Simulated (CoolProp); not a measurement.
Vapour-liquid equilibrium of R227EA (1) + isobutene (2) at 0.00359 MPa; x and y are mole fractions of (1).

Model: multi-fluid Helmholtz-energy mixture model, Lemmon 2016 and Lemmon 2005; pair parameters Bell 2016, in CoolProp.

| x | bubble temperature (K) | y at the bubble point | dew temperature at overall composition x (K) | liquid density (mol/L) |
|---|---|---|---|---|
| 0.05 | 199.7 | 0.289 | 203.1 | 12.28 |
| 0.15 | 196.7 | 0.473 | 201.7 | 12.04 |
| 0.25 | 195.9 | 0.524 | 200.3 | … |
| 0.35 | 195.7 | … | … | 11.52 |
| 0.45 | 195.7 | 0.543 | 197.1 | 11.28 |
| 0.55 | 195.7 | 0.548 | 195.7 | 11.06 |
| 0.65 | 195.7 | … | 196.4 | 10.85 |
| 0.75 | 195.9 | 0.600 | … | … |
| 0.85 | 196.7 | 0.678 | 198.4 | 10.46 |
| 0.95 | 198.4 | 0.846 | 199.4 | 10.26 |

Question: Complete the blanks.

Answer: 
- 0.25, liquid density (mol/L): 11.78
- 0.35, y at the bubble point: 0.539
- 0.35, dew temperature at overall composition x (K): 198.7
- 0.65, y at the bubble point: 0.563
- 0.75, dew temperature at overall composition x (K): 197.4
- 0.75, liquid density (mol/L): 10.65

y crosses x between x = 0.45 and 0.55: the model has an azeotrope there.

The pair parameters rest on a limited set of measurements; away from them the model extrapolates.
